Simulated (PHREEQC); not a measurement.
Dissolve 0.001 mol HF, 0.13 mol CsF and 7.1e-05 mol HCl per kg of water at 55 °C. Closed to the air; pH follows from the charge balance.

All values are PHREEQC results (ion-association model, wateq4f.dat), not measurements.

```tsv
quantity	before	after
pH	5.56	4.49
HF (mol/kgw)	0.000674	0.000978
HF2- (mol/kgw)	0.000393	5.54e-5
H2F2 (mol/kgw)	3.89e-7	7.98e-7
```

Name the change that produced these shifts.
A) HCl left out
B) HF from 0.001 to 0.0002 mol/kgw
C) temperature from 55 to 70 °C
D) CsF from 0.13 to 0.013 mol/kgw
E) HF from 0.001 to 0.0011 mol/kgw

D, CsF from 0.13 to 0.013 mol/kgw

No solid was allowed to form. Constants without temperature data keep their 25 °C values here.
